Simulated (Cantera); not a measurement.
Feed: 1 mol B₂H₆, 2.8 mol H₂, 190 mol N₂, equilibrated at 64.0 Pa.

Equilibrium computed with Cantera from the NASA thermochemical tables; the gas is ideal and each condensed phase is pure. Candidate condensed phases: B, BN; 15 gas species. The feed counts by its element totals alone. The numbers say what is thermodynamically allowed, not how fast it happens.

What share of the B ends up in condensed phases as a function of T (°C), at 1250, 1325, 1400, 1475, 1550, 1625, 1700, 1775, 1850, 1925, 2000, 2075, 2150?


| T (°C) | B condensed (%) | as |
|---|---|---|
| 1250 | 100.0 | BN(s) |
| 1325 | 100.0 | BN(s) |
| 1400 | 100.0 | BN(s) |
| 1475 | 100.0 | BN(s) |
| 1550 | 100.0 | BN(s) |
| 1625 | 99.9 | BN(s) |
| 1700 | 99.5 | BN(s) |
| 1775 | 97.1 | BN(s) |
| 1850 | 85.3 | B(s) |
| 1925 | 57.5 | B(s) |
| 2000 | 0.0 | - |
| 2075 | 0.0 | - |
| 2150 | 0.0 | - |
